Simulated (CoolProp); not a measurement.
Saturation properties of toluene.

Values from CoolProp's reference Helmholtz-energy equation of state, Lemmon 2006. It is a short technical equation, of lower accuracy than the large ones.

| T (°C) | p (MPa) | liquid density (kg/m³) | enthalpy of vaporisation (kJ/kg) | vapour Z | surface tension (mN/m) | liquid conductivity (mW/(m K)) |
|---|---|---|---|---|---|---|
| 195.05 | 0.6863 | 682.8 | 295.4 | (withheld) | 9.13 | 88.6 |
| 205.65 | (withheld) | 668.7 | 285.2 | 0.8249 | (withheld) | 86.7 |
| 216.35 | 0.9927 | (withheld) | (withheld) | 0.8009 | 7.15 | 85.0 |
| 226.95 | 1.178 | 638.0 | 262.4 | 0.7749 | 6.21 | 83.3 |
| 237.65 | 1.391 | 621.1 | 249.6 | (withheld) | 5.29 | 81.8 |
| 248.25 | 1.629 | 603.1 | 235.7 | (withheld) | 4.41 | 80.4 |
| 258.95 | 1.900 | 583.2 | 220.1 | 0.6793 | 3.57 | 79.1 |
| 269.55 | 2.200 | (withheld) | 202.9 | 0.6403 | 2.77 | 78.0 |

What belongs in the gaps?


- 195.05, vapour Z: 0.8465
- 205.65, p (MPa): 0.8282
- 205.65, surface tension (mN/m): 8.13
- 216.35, liquid density (kg/m³): 653.7
- 216.35, enthalpy of vaporisation (kJ/kg): 274.2
- 237.65, vapour Z: 0.7460
- 248.25, vapour Z: 0.7145
- 269.55, liquid density (kg/m³): 561.4

It boils at 110.6 °C under 1 atm.

Thermal conductivity comes from a separate model (Assael 2012). Surface tension comes from a separate correlation (Mulero 2012).
